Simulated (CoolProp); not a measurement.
Properties of R152A along the isotherm 357.4 K (Tc = 386.4 K, pc = 4517 kPa, ω = 0.275).

Values from CoolProp's reference Helmholtz-energy equation of state, Outcalt 1996. It is a modified Benedict-Webb-Rubin equation, recast in Helmholtz form.

| p (kPa) | phase | cp (kJ/(kg K)) | expansivity (1/kK) | viscosity (µPa s) |
|---|---|---|---|---|
| 1510 | gas | 1.459 | … | 13.7 |
| 3010 | liquid | 2.405 | 7.144 | 80.5 |
| 4520 | liquid | 2.230 | … | 86.0 |
| 6020 | liquid | 2.128 | 4.903 | 90.9 |
| 7530 | liquid | 2.058 | 4.354 | 95.3 |
| 9030 | liquid | 2.006 | 3.957 | 99.4 |
| 10500 | liquid | 1.967 | 3.657 | 103 |
| 12000 | liquid | 1.935 | 3.411 | 107 |
| 13600 | liquid | 1.906 | … | 111 |
| 15100 | liquid | 1.884 | 3.027 | 114 |
| 16600 | liquid | … | 2.882 | 117 |
| 18100 | liquid | 1.848 | 2.756 | 121 |
| 19600 | liquid | 1.833 | 2.646 | 124 |
| 21100 | liquid | … | 2.547 | 127 |
| 22600 | liquid | 1.808 | … | 130 |

Question: Some entries are withheld; supply them.

Answer: 
- 1510, expansivity (1/kK): 5.621
- 4520, expansivity (1/kK): 5.718
- 13600, expansivity (1/kK): 3.196
- 16600, cp (kJ/(kg K)): 1.864
- 21100, cp (kJ/(kg K)): 1.819
- 22600, expansivity (1/kK): 2.458

Viscosity comes from a separate model (Bell 2016), an estimate that may be off by 10 % or more.
